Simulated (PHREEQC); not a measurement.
Make-up at 20 °C and 50 atm: 0.0023 mol/kgw CuSO4, 0.0012 mol/kgw HNO3 and 8.6e-05 mol/kgw FeCl3. Closed to the air; pH follows from the charge balance.

Model: ion-association model, phreeqc.dat, run in PHREEQC.

| quantity | before | after |
|---|---|---|
| pH | 2.99 | 3.90 |
| ionic strength (mol/kgw) | 0.00906 | 0.00104 |

**Question.** What was changed between the two runs?
A. FeCl3 left out
B. CuSO4 from 0.0023 to 0.00046 mol/kgw
C. CuSO4 left out
D. diluted 10-fold with water

**Answer.** D, diluted 10-fold with water

This is a speciation only: nothing precipitates in the calculation. Some of these states are supersaturated (in Hematite (slow to form), Goethite (slow to form), for instance). Under pressure, the constants of complexes without a molar volume in the database are unreliable.
